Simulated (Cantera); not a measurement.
An isothermal, constant-pressure homogeneous reactor starts with CH4 : H2 : CO2 = 0.015 : 1 : 0.016 (molar parts), at 2748 K and 0.0260 bar.

Cantera simulation using GRI-Mech 3.0 (53 species, 325 reactions); the numbers are that mechanism's predictions, not measurements. Radical loss at walls, strong at low pressure, is not modelled.

x: mole fraction; the columns are a selection and need not sum to one.

```tsv
t (s)	x CH4	x H2	x CO2	x CH3	x H
5.00e-5	0.0131	0.964	0.0151	[?]	0.00537
0.000230	0.00948	0.943	0.00985	[?]	0.0220
0.00106	0.00185	0.911	7.19e-5	[?]	0.0509
0.00486	0.000255	0.890	3.04e-5	[?]	0.0762
0.0224	2.61e-5	0.842	1.05e-5	[?]	0.129
0.103	5.29e-10	0.717	3.80e-6	[?]	0.256
0.473	9.35e-12	0.638	3.65e-6	8.33e-11	0.337
2.17	9.17e-12	0.636	3.65e-6	8.20e-11	0.338
10.0	9.17e-12	0.636	3.65e-6	8.20e-11	0.338
```

Q: Fill in the missing entries.

A: 
- 5.00e-5, x CH3: 0.00140
- 0.000230, x CH3: 0.00386
- 0.00106, x CH3: 0.00176
- 0.00486, x CH3: 0.000373
- 0.0224, x CH3: 6.80e-5
- 0.103, x CH3: 3.19e-9
